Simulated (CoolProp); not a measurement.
Vapour-liquid equilibrium of toluene (1) + n-octane (2) at 0.894 MPa; x and y are mole fractions of (1).

Computed with CoolProp (multi-fluid Helmholtz-energy mixture model, Lemmon 2006 and Beckmüller 2019; pair parameters Bell 2016).

### Question
Give the bubble temperature and the first vapour's composition at x = 0.2, 0.65, 0.8. Is there an azeotrope?

### Answer
x = 0.2: 221.7 °C, y = 0.250; x = 0.65: 213.2 °C, y = 0.691; x = 0.8: 211.5 °C, y = 0.821. No azeotrope shows between x = 0.05 and 0.95.

The pair parameters rest on a limited set of measurements; away from them the model extrapolates.
